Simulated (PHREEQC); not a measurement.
0.075 g of hydrous ferric oxide (600 m²/g; 0.2 weak and 0.005 strong sites per Fe, Dzombak-Morel constants, diffuse double layer) in 1 kg of water with 0.005 mol/kgw of an inert sodium salt and 0.0006 mmol/kgw MgCl2, at 25 °C; the pH is set by adding NaOH or the inert anion's acid. O2 is buffered at 0.21 atm. The system is closed to CO2. Nothing may precipitate in this run.

The series has 13 steps of pH, from 3 to 11.

Computed with PHREEQC (ion-association model, wateq4f.dat).

Task: Near which pH is half of the Mg sorbed, and on which side is more sorbed?

Result: Near pH 8.4, with more sorbed at higher pH.

The oxide is taken as insoluble; below pH 4 it would dissolve.
